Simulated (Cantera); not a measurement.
**Si + N₂O + H₂ (thermal oxidation and active oxidation of silicon)**

A closed system holds: 1 mol Si, 2 mol N₂O, 470 mol H₂, at 1177 °C.

Method: chemical equilibrium by Gibbs-energy minimisation in Cantera with the NASA 1993 tables (ideal gas, pure condensed phases). Candidate condensed phases: H₂O, Si, SiO₂, Si₂N₂O, Si₃N₄; 35 gas species. Mutual solubility and eutectic melting of coexisting phases are not modelled. The tables hold silica as quartz up to 1696 K and as liquid above; real silica turns to tridymite and cristobalite and melts near 1996 K. Kinetics and transport are ignored.

```tsv
P (Pa)	x H₂	x H	x N₂	x SiO	x H₂O	x NH₃	x OH	x SiO₂	n SiO₂(β-quartz)	n Si₂N₂O(s)
0.100	0.982	0.00937	0.00421	0.00210	0.00210	4.57e-12	4.81e-7	4.89e-9	0	0
2.50	0.990	0.00188	0.00422	0.00211	0.00211	1.16e-10	9.63e-8	4.89e-9	0	0
63	0.994	0.000376	0.00423	0.000778	0.000778	2.94e-9	7.05e-9	6.60e-10	0.633	0
1600	0.995	7.46e-5	0.00424	0.000154	0.000154	7.49e-8	2.78e-10	2.60e-11	0.927	0
40000	0.996	1.49e-5	0.00421	1.17e-5	8.18e-5	1.87e-6	2.94e-11	1.04e-12	0.972	0.0110
1000000	0.996	2.98e-6	0.00414	1.61e-7	0.000238	4.62e-5	1.71e-11	<1e-12	0.925	0.0374
```
x: gas mole fraction; n: condensed amount in mol.

From 1.00e-6 bar to 2.50e-5 bar nothing is condensed. From 0.000630 bar to 0.0160 bar the condensed part is SiO₂(β-quartz). From 0.400 bar to 10.0 bar the condensed part is SiO₂(β-quartz) + Si₂N₂O(s). The main Si-bearing gas is SiO throughout.
